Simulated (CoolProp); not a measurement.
Properties of CH3F (R41) along the isobar 2.75 MPa (Tc = 317.3 K, pc = 5.906 MPa, ω = 0.200).

The numbers come from the reference Helmholtz-energy equation of state, Lemmon 2006 in CoolProp. It is a short technical equation, of lower accuracy than the large ones.

```json
[
 {"T (K)": "299.9", "phase": "gas", "cp (kJ/(kg K))": "2.026", "cv (kJ/(kg K))": "1.136", "speed of sound (m/s)": "257.6", "Joule-Thomson coefficient (K/MPa)": "16.26", "fugacity coefficient": "0.7875"},
 {"T (K)": "309.6", "phase": "gas", "cp (kJ/(kg K))": "1.820", "cv (kJ/(kg K))": "1.091", "speed of sound (m/s)": "268.5", "Joule-Thomson coefficient (K/MPa)": "14.98", "fugacity coefficient": "0.8092"},
 {"T (K)": "319.2", "phase": "gas", "cp (kJ/(kg K))": "1.694", "cv (kJ/(kg K))": "1.065", "speed of sound (m/s)": "277.7", "Joule-Thomson coefficient (K/MPa)": "13.83", "fugacity coefficient": "0.8277"},
 {"T (K)": "328.8", "phase": "gas", "cp (kJ/(kg K))": "1.612", "cv (kJ/(kg K))": "1.051", "speed of sound (m/s)": "285.9", "Joule-Thomson coefficient (K/MPa)": "12.80", "fugacity coefficient": "0.8438"},
 {"T (K)": "338.4", "phase": "gas", "cp (kJ/(kg K))": "1.556", "cv (kJ/(kg K))": "1.046", "speed of sound (m/s)": "293.3", "Joule-Thomson coefficient (K/MPa)": "11.86", "fugacity coefficient": "0.8580"},
 {"T (K)": "348", "phase": "gas", "cp (kJ/(kg K))": "1.519", "cv (kJ/(kg K))": "1.046", "speed of sound (m/s)": "300.0", "Joule-Thomson coefficient (K/MPa)": "11.00", "fugacity coefficient": "0.8705"},
 {"T (K)": "357.7", "phase": "gas", "cp (kJ/(kg K))": "1.494", "cv (kJ/(kg K))": "1.050", "speed of sound (m/s)": "306.4", "Joule-Thomson coefficient (K/MPa)": "10.22", "fugacity coefficient": "0.8817"},
 {"T (K)": "367.3", "phase": "gas", "cp (kJ/(kg K))": "1.479", "cv (kJ/(kg K))": "1.058", "speed of sound (m/s)": "312.3", "Joule-Thomson coefficient (K/MPa)": "9.517", "fugacity coefficient": "0.8916"},
 {"T (K)": "376.9", "phase": "gas", "cp (kJ/(kg K))": "1.470", "cv (kJ/(kg K))": "1.068", "speed of sound (m/s)": "317.9", "Joule-Thomson coefficient (K/MPa)": "8.877", "fugacity coefficient": "0.9005"},
 {"T (K)": "386.5", "phase": "gas", "cp (kJ/(kg K))": "1.467", "cv (kJ/(kg K))": "1.081", "speed of sound (m/s)": "323.2", "Joule-Thomson coefficient (K/MPa)": "8.294", "fugacity coefficient": "0.9085"},
 {"T (K)": "396.1", "phase": "gas", "cp (kJ/(kg K))": "1.467", "cv (kJ/(kg K))": "1.094", "speed of sound (m/s)": "328.3", "Joule-Thomson coefficient (K/MPa)": "7.761", "fugacity coefficient": "0.9157"},
 {"T (K)": "405.8", "phase": "gas", "cp (kJ/(kg K))": "1.471", "cv (kJ/(kg K))": "1.109", "speed of sound (m/s)": "333.2", "Joule-Thomson coefficient (K/MPa)": "7.269", "fugacity coefficient": "0.9224"},
 {"T (K)": "415.4", "phase": "gas", "cp (kJ/(kg K))": "1.477", "cv (kJ/(kg K))": "1.125", "speed of sound (m/s)": "337.9", "Joule-Thomson coefficient (K/MPa)": "6.823", "fugacity coefficient": "0.9284"},
 {"T (K)": "425", "phase": "gas", "cp (kJ/(kg K))": "1.485", "cv (kJ/(kg K))": "1.142", "speed of sound (m/s)": "342.5", "Joule-Thomson coefficient (K/MPa)": "6.414", "fugacity coefficient": "0.9338"}
]
```
